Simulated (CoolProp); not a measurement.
C2F6 (R116) along the isobar 0.101 MPa: fugacity coefficient from the reference equation and from simpler models built on Tc = 293.0 K, pc = 3.048 MPa, ω = 0.257; each cubic takes its own stable root.

The numbers come from the reference Helmholtz-energy equation of state, Lemmon 2006 in CoolProp. It is a short technical equation, of lower accuracy than the large ones.

| T (K) | phase | reference |
|---|---|---|
| 197.5 | gas | 0.9588 |
| 208.4 | gas | 0.9657 |
| 219.2 | gas | 0.9710 |
| 230.1 | gas | 0.9754 |
| 240.9 | gas | 0.9788 |
| 251.8 | gas | 0.9817 |
| 262.6 | gas | 0.9841 |
| 273.5 | gas | 0.9861 |

Q: How far does each simpler model (Redlich-Kwong, Soave-Redlich-Kwong, Peng-Robinson) lie from the reference over these 8 states: mean and median of the absolute difference, and the worst?

A: 
- Redlich-Kwong: mean 0.3 %, median 0.2 %, worst +0.8 % at 197.5 K and 0.101 MPa
- Soave-Redlich-Kwong: mean 0.1 %, median 0.0 %, worst +0.4 % at 197.5 K and 0.101 MPa
- Peng-Robinson: mean 0.1 %, median 0.1 %, worst +0.2 % at 197.5 K and 0.101 MPa
